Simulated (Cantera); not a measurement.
## AlCl3 + N2 + H2 + NH3 (aluminium nitride and oxide growth)

Charge: 1 mol AlCl3, 0.64 mol N2, 22 mol H2, 0.29 mol NH3, equilibrated at 13.3 mbar.

Cantera equilibrium calculation (NASA polynomials, part measured and part estimated; ideal gas, pure solids and liquids). Candidate condensed phases: Al, AlCl3, AlN, NH4Cl; 20 gas species. The tables' values for AlCl2 are old estimates; treat these amounts as uncertain. The numbers say what is thermodynamically allowed, not how fast it happens.

From 475 °C to 1175 °C the condensed part is AlN(s). From 1275 °C to 1775 °C nothing is condensed. The main Al-bearing gas is AlCl3 at 475 °C and AlCl at 1775 °C.

```json
[
 {"T (°C)": "475", "x H2": "0.891", "x HCl": "0.0709", "x AlCl": "<1e-12", "x N2": "0.0206", "x AlCl3": "0.0176", "x H": "2.35e-12", "n AlN(s)": "0.573"},
 {"T (°C)": "575", "x H2": "0.893", "x HCl": "0.0670", "x AlCl": "8.56e-12", "x N2": "0.0212", "x AlCl3": "0.0189", "x H": "1.56e-10", "n AlN(s)": "0.541"},
 {"T (°C)": "675", "x H2": "0.894", "x HCl": "0.0639", "x AlCl": "1.65e-9", "x N2": "0.0218", "x AlCl3": "0.0200", "x H": "4.29e-9", "n AlN(s)": "0.516"},
 {"T (°C)": "775", "x H2": "0.896", "x HCl": "0.0613", "x AlCl": "1.14e-7", "x N2": "0.0222", "x AlCl3": "0.0208", "x H": "6.33e-8", "n AlN(s)": "0.495"},
 {"T (°C)": "875", "x H2": "0.897", "x HCl": "0.0593", "x AlCl": "3.75e-6", "x N2": "0.0225", "x AlCl3": "0.0215", "x H": "5.88e-7", "n AlN(s)": "0.478"},
 {"T (°C)": "975", "x H2": "0.897", "x HCl": "0.0575", "x AlCl": "6.94e-5", "x N2": "0.0229", "x AlCl3": "0.0219", "x H": "3.83e-6", "n AlN(s)": "0.461"},
 {"T (°C)": "1075", "x H2": "0.897", "x HCl": "0.0557", "x AlCl": "0.000815", "x N2": "0.0235", "x AlCl3": "0.0217", "x H": "1.90e-5", "n AlN(s)": "0.428"},
 {"T (°C)": "1175", "x H2": "0.892", "x HCl": "0.0526", "x AlCl": "0.00632", "x N2": "0.0261", "x AlCl3": "0.0190", "x H": "7.54e-5", "n AlN(s)": "0.296"},
 {"T (°C)": "1275", "x H2": "0.876", "x HCl": "0.0518", "x AlCl": "0.0228", "x N2": "0.0316", "x AlCl3": "0.0112", "x H": "0.000250", "n AlN(s)": "0"},
 {"T (°C)": "1375", "x H2": "0.863", "x HCl": "0.0648", "x AlCl": "0.0297", "x N2": "0.0313", "x AlCl3": "0.00478", "x H": "0.000717", "n AlN(s)": "0"},
 {"T (°C)": "1475", "x H2": "0.855", "x HCl": "0.0720", "x AlCl": "0.0340", "x N2": "0.0312", "x AlCl3": "0.00170", "x H": "0.00183", "n AlN(s)": "0"},
 {"T (°C)": "1575", "x H2": "0.850", "x HCl": "0.0751", "x AlCl": "0.0363", "x N2": "0.0311", "x AlCl3": "0.000576", "x H": "0.00423", "n AlN(s)": "0"},
 {"T (°C)": "1675", "x H2": "0.844", "x HCl": "0.0762", "x AlCl": "0.0374", "x N2": "0.0310", "x AlCl3": "0.000203", "x H": "0.00899", "n AlN(s)": "0"},
 {"T (°C)": "1775", "x H2": "0.835", "x HCl": "0.0762", "x AlCl": "0.0378", "x N2": "0.0309", "x AlCl3": "7.63e-5", "x H": "0.0177", "n AlN(s)": "0"}
]
```
x: gas mole fraction; n: condensed amount in mol.
